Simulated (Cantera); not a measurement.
Input (Python, Cantera) and output of one run.

```python
import numpy as np
import cantera as ct

gas_names = """
    CL CL2 H HCL H2 Si SiCL SiCL2 SiCL3 SiCL4 SiH SiHCL3 SiH2 SiH2CL2 SiH3 SiH3CL SiH4 Si2 Si3
""".split()
cond_names = """
    Si(cr) Si(L)
""".split()


def load(file, names, dense=False):
    # The tables refer to 1 bar. Condensed volumes are neglected.
    table = {s.name: s for s in ct.Species.list_from_file(file)}
    out = []
    for n in names:
        d = dict(table[n].input_data)
        d["thermo"] = dict(d["thermo"], **{"reference-pressure": 1e5})
        if dense:
            d["equation-of-state"] = {"model": "constant-volume", "density": "1e6 g/cm^3"}
        out.append(ct.Species.from_dict(d))
    return out


gas = ct.Solution(thermo="ideal-gas", species=load("nasa_gas.yaml", gas_names))
cond = {s.name: ct.Solution(thermo="fixed-stoichiometry", species=[s], name=s.name)
        for s in load("nasa_condensed.yaml", cond_names, dense=True)}
atoms = {
    'SiCl4': {'Si': 1, 'CL': 4},
    'H2': {'H': 2},
}
top_T = {}  # K; cautious upper limits of use, not melting points


def equilibrate(T, P, feed):
    n = {}
    for name, mol in feed.items():
        for a, k in atoms[name].items():
            n[a] = n.get(a, 0.0) + k * mol
    gas.TPX = T, P, n
    mass = sum(n.values()) * gas.mean_molecular_weight
    gas.equilibrate("TP")
    valid = [c for c in cond.values() if c.min_temp <= T <= top_T.get(c.name, c.max_temp)]
    mix = ct.Mixture([(gas, mass / gas.mean_molecular_weight)] + [(c, 0.0) for c in valid])
    mix.T, mix.P = T, P
    mix.equilibrate("TP", solver="vcs", rtol=1e-11, max_steps=5000)
    return mix


results = []
feed = {'SiCl4': 1, 'H2': 1.6}  # mol
P = 101325  # Pa
for T in [650, 725, 800, 875, 950, 1025, 1100, 1175, 1250]:
    mix = equilibrate(T, P, feed)
    results.append((T, P, feed, dict(zip(mix.species_names, mix.species_moles))))
    x = sorted(zip(gas.X, gas.species_names), reverse=True)
    print(f"T = {T:g} K  P = {P:g} Pa  gas = {mix.phase_moles(0):.4g} mol")
    print("   x: " + "  ".join(f"{s} {v:.3e}" for v, s in x if v > 0.0001))
    print("   condensed (mol): " + ("  ".join(f"{mix.phase(i).name} {mix.phase_moles(i):.4g}"
          for i in range(1, mix.n_phases) if mix.phase_moles(i) > 1e-12) or "none"))
```

It prints:

```
T = 650 K  P = 101325 Pa  gas = 2.6 mol
   x: H2 6.110e-01  SiCL4 3.803e-01  HCL 4.348e-03  SiHCL3 4.342e-03
   condensed (mol): none
T = 725 K  P = 101325 Pa  gas = 2.6 mol
   x: H2 6.070e-01  SiCL4 3.762e-01  HCL 8.407e-03  SiHCL3 8.380e-03
   condensed (mol): none
T = 800 K  P = 101325 Pa  gas = 2.6 mol
   x: H2 6.011e-01  SiCL4 3.704e-01  HCL 1.424e-02  SiHCL3 1.414e-02
   condensed (mol): none
T = 875 K  P = 101325 Pa  gas = 2.6 mol
   x: H2 5.935e-01  SiCL4 3.629e-01  HCL 2.187e-02  SiHCL3 2.155e-02  SiH2CL2 1.171e-04
   condensed (mol): none
T = 950 K  P = 101325 Pa  gas = 2.6 mol
   x: H2 5.842e-01  SiCL4 3.536e-01  HCL 3.123e-02  SiHCL3 3.033e-02  SiCL3 3.484e-04  SiH2CL2 2.641e-04
   condensed (mol): none
T = 1025 K  P = 101325 Pa  gas = 2.602 mol
   x: H2 5.733e-01  SiCL4 3.426e-01  HCL 4.234e-02  SiHCL3 3.987e-02  SiCL3 1.245e-03  SiH2CL2 5.149e-04
   condensed (mol): none
T = 1100 K  P = 101325 Pa  gas = 2.606 mol
   x: H2 5.607e-01  SiCL4 3.296e-01  HCL 5.557e-02  SiHCL3 4.905e-02  SiCL3 3.637e-03  SiH2CL2 8.750e-04  SiCL2 5.586e-04
   condensed (mol): none
T = 1175 K  P = 101325 Pa  gas = 2.618 mol
   x: H2 5.458e-01  SiCL4 3.135e-01  HCL 7.218e-02  SiHCL3 5.591e-02  SiCL3 8.829e-03  SiCL2 2.430e-03  SiH2CL2 1.278e-03
   condensed (mol): none
T = 1250 K  P = 101325 Pa  gas = 2.644 mol
   x: H2 5.271e-01  SiCL4 2.929e-01  HCL 9.470e-02  SiHCL3 5.801e-02  SiCL3 1.789e-02  SiCL2 7.818e-03  SiH2CL2 1.564e-03
   condensed (mol): none
```

These are equilibrium values from Cantera (NASA tables, ideal gas, pure condensed phases), not measurements of a reactor. The tables' values for SiCl3 are old estimates; treat these amounts as uncertain.
